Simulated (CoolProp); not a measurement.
Properties of C3F8 (R218) along the isobar 58.5 bar (Tc = 71.9 °C, pc = 26.40 bar, ω = 0.317).

The numbers come from the reference Helmholtz-energy equation of state, Lemmon 2006 in CoolProp. It is a short technical equation, of lower accuracy than the large ones.

```tsv
T (°C)	phase	Z	cv (kJ/(kg K))	viscosity (µPa s)
-73.35	liquid	0.3754	0.6212	947
-57.35	liquid	0.3586	0.6501	693
-41.35	liquid	0.3452	0.6780	526
-25.35	liquid	0.3346	0.7052	409
-9.35	liquid	0.3267	0.7318	324
6.65	liquid	0.3214	0.7581	260
22.75	liquid	0.3191	0.7843	210
38.75	liquid	0.3203	0.8103	169
54.75	liquid	0.3259	0.8365	136
70.75	liquid	0.3385	0.8634	107
86.75	supercritical	0.3633	0.8914	82.1
102.75	supercritical	0.4112	0.9189	60.0
118.85	supercritical	0.4916	0.9375	44.0
134.85	supercritical	0.5805	0.9452	35.6
150.85	supercritical	0.6553	0.9518	31.7
166.85	supercritical	0.7151	0.9602	29.6
```

Viscosity comes from a separate model (Huber 2003), an estimate that may be off by 10 % or more.
